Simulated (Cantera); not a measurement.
Cantera run:

```python
import numpy as np
import cantera as ct

gas_names = """
    CL CL2 H HCL H2 N NH NH2 NH3 N2 N2H2 N2H4 Si SiCL SiCL2 SiCL3 SiCL4 SiH SiHCL3 SiH2 SiH2CL2 SiH3
    SiH3CL SiH4 SiN Si2 Si2N Si3
""".split()
cond_names = """
    NH4CL(a) NH4CL(b) Si(cr) Si(L) Si3N4(a)
""".split()


# ... load() reads the species with a 1 bar reference pressure and builds the phases ...
atoms = {
    'SiHCl3': {'Si': 1, 'H': 1, 'CL': 3},
    'NH3': {'N': 1, 'H': 3},
    'N2': {'N': 2},
}
top_T = {'Si3N4(a)': 2400}  # K; cautious upper limits of use, not melting points


# ... equilibrate(T, P, feed) seeds the gas with the atoms and calls Mixture.equilibrate('TP', solver="vcs", rtol=1e-11, max_steps=5000) ...
results = []
feed = {'SiHCl3': 1, 'NH3': 0.14, 'N2': 97}  # mol
P = 32000  # Pa
for T in [1623, 1673, 1723, 1773, 1823, 1873, 1923, 1973]:
    mix = equilibrate(T, P, feed)
    results.append((T, P, feed, dict(zip(mix.species_names, mix.species_moles))))
    x = sorted(zip(gas.X, gas.species_names), reverse=True)
    print(f"T = {T:g} K  P = {P:g} Pa  gas = {mix.phase_moles(0):.4g} mol")
    print("   x: " + "  ".join(f"{s} {v:.3e}" for v, s in x if v > 1e-05))
    print("   condensed (mol): " + ("  ".join(f"{mix.phase(i).name} {mix.phase_moles(i):.4g}"
          for i in range(1, mix.n_phases) if mix.phase_moles(i) > 1e-12) or "none"))
```

It prints:

```
T = 1623 K  P = 32000 Pa  gas = 98.98 mol
   x: N2 9.791e-01  HCL 1.204e-02  SiCL2 5.566e-03  SiCL3 1.345e-03  H2 1.146e-03  SiCL4 7.588e-04  CL 3.423e-05  SiHCL3 1.119e-05
   condensed (mol): Si3N4(a) 0.07991
T = 1673 K  P = 32000 Pa  gas = 99.09 mol
   x: N2 9.786e-01  HCL 1.142e-02  SiCL2 7.023e-03  H2 1.447e-03  SiCL3 1.100e-03  SiCL4 3.594e-04  CL 4.720e-05
   condensed (mol): Si3N4(a) 0.05288
T = 1723 K  P = 32000 Pa  gas = 99.17 mol
   x: N2 9.783e-01  HCL 1.063e-02  SiCL2 8.210e-03  H2 1.834e-03  SiCL3 8.296e-04  SiCL4 1.573e-04  CL 6.200e-05  H 1.380e-05
   condensed (mol): Si3N4(a) 0.02905
T = 1773 K  P = 32000 Pa  gas = 99.23 mol
   x: N2 9.780e-01  HCL 9.728e-03  SiCL2 9.167e-03  H2 2.277e-03  SiCL3 6.020e-04  CL 7.880e-05  SiCL4 6.715e-05  H 2.400e-05
   condensed (mol): Si3N4(a) 0.007657
T = 1823 K  P = 32000 Pa  gas = 99.26 mol
   x: N2 9.779e-01  SiCL2 9.551e-03  HCL 9.427e-03  H2 2.419e-03  SiCL3 4.731e-04  CL 1.120e-04  H 3.767e-05  SiCL4 3.622e-05
   condensed (mol): none
T = 1873 K  P = 32000 Pa  gas = 99.27 mol
   x: N2 9.778e-01  SiCL2 9.637e-03  HCL 9.487e-03  H2 2.380e-03  SiCL3 3.934e-04  CL 1.681e-04  H 5.566e-05  SiCL4 2.270e-05  SiCL 1.574e-05
   condensed (mol): none
T = 1923 K  P = 32000 Pa  gas = 99.28 mol
   x: N2 9.777e-01  SiCL2 9.698e-03  HCL 9.507e-03  H2 2.357e-03  SiCL3 3.275e-04  CL 2.453e-04  H 8.085e-05  SiCL 2.470e-05  SiCL4 1.436e-05
   condensed (mol): none
T = 1973 K  P = 32000 Pa  gas = 99.29 mol
   x: N2 9.776e-01  SiCL2 9.738e-03  HCL 9.492e-03  H2 2.346e-03  CL 3.493e-04  SiCL3 2.732e-04  H 1.155e-04  SiCL 3.802e-05  Si 1.011e-05
   condensed (mol): none
```

Cantera equilibrium calculation (NASA polynomials, part measured and part estimated; ideal gas, pure solids and liquids). The tables' values for SiCl3, SiCl are old estimates; treat these amounts as uncertain.
